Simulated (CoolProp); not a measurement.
Ethylbenzene along the isotherm 346.85 °C: Z from the reference equation and from simpler models built on Tc = 344.0 °C, pc = 36.22 bar, ω = 0.304; each cubic takes its own stable root.

Model: reference Helmholtz-energy equation of state, Zhou 2012, in CoolProp.

| p (bar) | phase | reference |
|---|---|---|
| 0.286 | gas | 0.9972 |
| 0.483 | gas | 0.9953 |
| 0.816 | gas | 0.9920 |
| 1.38 | gas | 0.9864 |
| 2.32 | gas | 0.9771 |
| 3.92 | gas | 0.9609 |
| 6.62 | gas | 0.9330 |
| 11.2 | gas | 0.8829 |
| 18.8 | gas | 0.7899 |
| 31.8 | gas | 0.5642 |
| 53.7 | supercritical | 0.2331 |
| 90.6 | supercritical | 0.3509 |

Question: How far does each simpler model (van der Waals, Soave-Redlich-Kwong) lie from the reference over these 12 states: mean and median of the absolute difference, and the worst?

Answer: 
- van der Waals: mean 9.5 %, median 0.9 %, worst +49.2 % at 346.85 °C and 53.7 bar
- Soave-Redlich-Kwong: mean 4.2 %, median 0.3 %, worst +24.9 % at 346.85 °C and 53.7 bar
